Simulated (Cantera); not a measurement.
Equilibrium for carbothermic reduction: PbO + CO + H₂ + C

Input: 1 mol PbO, 2.4 mol CO, 6.9 mol H₂, 0.97 mol C, equilibrated at 1500 °C.

These are equilibrium values from Cantera (NASA tables, ideal gas, pure condensed phases), not measurements of a reactor. Candidate condensed phases: C, C₆H₆, C₇H₈, C₈H₁₈, H₂O, Pb, PbO, PbO₂, Pb₃O₄; 113 gas species. Kinetics and transport are ignored.

```
P (Pa)   log p H₂  log p CO  log p Pb  log p H  log p H₂O  log p CH₄  log p CO₂  n Pb(l)
-------  --------  --------  --------  -------  ---------  ---------  ---------  -------
10          -4.23     -4.53     -5.06    -5.66      -6.64       <-16      -7.51        0
42          -3.60     -3.90     -4.43    -5.34      -6.01     -15.25      -6.88        0
180         -2.96     -3.27     -3.80    -5.03      -5.38     -13.34      -6.25        0
750         -2.34     -2.65     -3.18    -4.72      -4.75     -11.48      -5.63        0
3200        -1.71     -2.02     -2.55    -4.40      -4.12      -9.59      -5.00        0
13000       -1.10     -1.41     -1.94    -4.10      -3.51      -7.76      -4.39        0
56000       -0.47     -0.78     -1.30    -3.78      -2.88      -5.86      -3.76        0
240000       0.17     -0.14     -0.67    -3.46      -2.24      -3.97      -3.12        0
1000000      0.81      0.51     -0.65    -3.14      -1.49      -2.12      -2.37    0.762
```
log p: log10 of the partial pressure in bar; n: condensed amount in mol.

From 10.0 Pa to 240000 Pa nothing is condensed. At 1000000 Pa the condensed part is Pb(l). The main Pb-bearing gas is Pb throughout.
